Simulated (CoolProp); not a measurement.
Nitrogen at 293.15 K and 1.29 MPa flows at 1.5 m/s in a round tube of 50 mm bore and 15 µm roughness, fully developed (64/Re and Nu = 3.66 if laminar; Colebrook and Gnielinski if turbulent). Each further row changes one setting.

Computed with CoolProp (reference Helmholtz-energy equation of state, Span 2000).

```csv
case,Reynolds number,Darcy friction factor,pressure drop (Pa/m),heat-transfer coefficient (W/(m² K)),mass flow (kg/h)
as stated,62800,0.0210,7.03,70.0,158
velocity 3 m/s,126000,0.0188,25.2,125,315
diameter 100 mm,126000,0.0180,[?],[?],[?]
```

Question: Complete the blanks.

Answer: 
- diameter 100 mm, pressure drop (Pa/m): 3.02
- diameter 100 mm, heat-transfer coefficient (W/(m² K)): 59.9
- diameter 100 mm, mass flow (kg/h): 631

Viscosity comes from a separate model (Lemmon 2004). Thermal conductivity comes from a separate model (Lemmon 2004).
